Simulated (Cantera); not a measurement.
Input: 1 mol SiH4, 0.16 mol H2O, 88 mol H2, at 13.3 mbar.

Method: chemical equilibrium by Gibbs-energy minimisation in Cantera with the NASA 1993 tables (ideal gas, pure condensed phases). Candidate condensed phases: H2O, Si, SiO2; 18 gas species. Gases not in the tables: Si2H6 and higher silanes. Rates play no part. All values below are at 1875 K.

Base state: H2 0.992, H 0.00565, SiO 0.00177, Si 0.000679, SiH 7.24e-5, SiH2 4.93e-5 (mole fractions); condensed: Si(l).

Task: What changes in the equilibrium state with this change: H2O from 0.16 to 13 mol?

Result: 
| species | before | after |
|---|---|---|
| H2 | 0.992 | 0.878 |
| H2O | 2.28e-8 | 0.111 |
| H | 0.00565 | 0.00532 |
| SiO | 0.00177 | 0.00528 |
| Si | 0.000679 | <1e-9 |
| SiH | 7.24e-5 | <1e-9 |
| OH | <1e-9 | 5.25e-5 |
| SiH2 | 4.93e-5 | <1e-9 |
| Si(l), mol | 0.766 | 0 |
| SiO2(condensed), mol | 0 | 0.452 |
The tables hold silica as quartz up to 1696 K and as liquid above; real silica turns to tridymite and cristobalite and melts near 1996 K.

Task: What changes in the equilibrium state with this change: H2O from 0.16 to 4.7 mol?

Result: 
```tsv
species	before	after
H2	0.992	0.946
H2O	2.28e-8	0.0385
SiO	0.00177	0.0104
Si	0.000679	2.26e-9
SiH	7.24e-5	<1e-9
SiH2	4.93e-5	<1e-9
OH	<1e-9	1.75e-5
Si(l), mol	0.766	0
```
